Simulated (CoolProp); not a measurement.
Vapour-liquid equilibrium of carbon dioxide (1) + CH3F (R41) (2) at 1.76 MPa; x and y are mole fractions of (1).

Computed with CoolProp (multi-fluid Helmholtz-energy mixture model, Span 1996 and Lemmon 2006; pair parameters Bell 2016).

### Question
Give the bubble temperature and the first vapour's composition at x = 0.05, 0.2, 0.5. Is there an azeotrope?

### Answer
x = 0.05: -6.5 °C, y = 0.072; x = 0.2: -9.7 °C, y = 0.267; x = 0.5: -15.2 °C, y = 0.596. No azeotrope shows between x = 0.05 and 0.95.

The pair parameters rest on a limited set of measurements; away from them the model extrapolates.
